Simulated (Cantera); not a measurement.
Low-pressure radical oxidation in H2/O2

An isothermal, constant-pressure homogeneous reactor starts with H2 : O2 : H2O = 0.04 : 1 : 0.08 (molar parts), equivalence ratio 0.020, at 1325 K and 0.0263 atm.

Detailed kinetics in Cantera: the H2/O2 subset of GRI-Mech 3.0, which has no nitrogen chemistry. Radical loss at walls, strong at low pressure, is not modelled. The temperature is held fixed by assumption; the heat of reaction is taken as removed at once.

```csv
t (s),x H2,x O2,x HO2,x OH,x O,x H,x H2O2
1.00e-6,0.0357,0.893,5.09e-10,2.92e-11,1.73e-11,4.80e-10,<1e-12
4.38e-6,0.0357,0.893,2.23e-9,3.53e-10,3.04e-10,1.88e-9,<1e-12
1.92e-5,0.0357,0.893,9.79e-9,4.37e-9,4.35e-9,5.93e-9,1.83e-12
8.41e-5,0.0357,0.893,4.31e-8,4.77e-8,5.45e-8,2.45e-8,3.45e-11
0.000368,0.0357,0.893,2.31e-7,5.34e-6,6.48e-6,2.22e-6,6.50e-10
0.00161,0.00130,0.866,7.20e-6,0.00583,0.0214,0.00480,2.63e-7
0.00707,0.000758,0.876,6.06e-6,0.00452,0.0127,0.00218,2.31e-7
0.0310,0.000170,0.887,2.89e-6,0.00215,0.00280,0.000225,1.33e-7
0.136,1.60e-5,0.890,5.23e-7,0.000664,0.000263,6.53e-6,3.99e-8
0.595,1.65e-6,0.891,8.40e-8,0.000215,2.74e-5,2.19e-7,9.12e-9
2.60,2.55e-7,0.891,4.63e-8,8.47e-5,4.26e-6,1.35e-8,2.21e-9
11.4,9.87e-8,0.891,5.83e-8,5.27e-5,1.65e-6,3.27e-9,1.13e-9
50.0,9.56e-8,0.891,5.90e-8,5.19e-5,1.60e-6,3.12e-9,1.11e-9
```
x: mole fraction; the columns are a selection and need not sum to one.

Equilibrium at this temperature and pressure: H2 9.56e-8, O2 0.891, HO2 5.90e-8, OH 5.19e-5, O 1.60e-6, H 3.12e-9, H2O2 1.11e-9 (gas phase only).
